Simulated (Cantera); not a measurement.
Charge: 1 mol SiH₄, 0.25 mol C₂H₂, 20 mol H₂, equilibrated at 200 Pa.

Cantera equilibrium calculation (NASA polynomials, part measured and part estimated; ideal gas, pure solids and liquids). Candidate condensed phases: C, C₆H₆, C₇H₈, C₈H₁₈, Si, SiC; 87 gas species. Mutual solubility and eutectic melting of coexisting phases are not modelled. Gases not in the tables: Si₂H₆ and higher silanes. Rates play no part.

x: gas mole fraction; n: condensed amount in mol.

```
T (K)   x H₂         x H        x Si       x SiH      x SiH₂  n Si(s)  n SiC(s)  n Si(l)
-----  -----  ----------  ----------  ----------  ----------  -------  --------  -------
1375   1.000     7.66e-5     2.05e-7     5.17e-8     2.58e-7    0.500     0.500        0
1425   1.000  (withheld)  (withheld)  (withheld)  (withheld)    0.500     0.500        0
1475   1.000  (withheld)  (withheld)  (withheld)  (withheld)    0.500     0.500        0
1525   0.999    0.000529     9.44e-6     1.22e-6     2.05e-6    0.500     0.500        0
1575   0.999    0.000929     2.87e-5     3.07e-6     3.75e-6    0.499     0.500        0
1625   0.998     0.00158     8.14e-5     7.25e-6     6.60e-6    0.498     0.500        0
1675   0.997     0.00259    0.000217     1.63e-5     1.12e-5    0.494     0.500        0
1725   0.995     0.00414    0.000508     3.24e-5     1.72e-5        0     0.500    0.487
1775   0.992     0.00645     0.00110     6.00e-5     2.48e-5        0     0.500    0.473
1825   0.988     0.00979     0.00227    0.000107     3.52e-5        0     0.499    0.444
```

Problem. Complete the blanks.

Solution. 
- 1425, x H: 0.000153
- 1425, x Si: 8.05e-7
- 1425, x SiH: 1.60e-7
- 1425, x SiH₂: 5.42e-7
- 1475, x H: 0.000290
- 1475, x Si: 2.88e-6
- 1475, x SiH: 4.58e-7
- 1475, x SiH₂: 1.08e-6
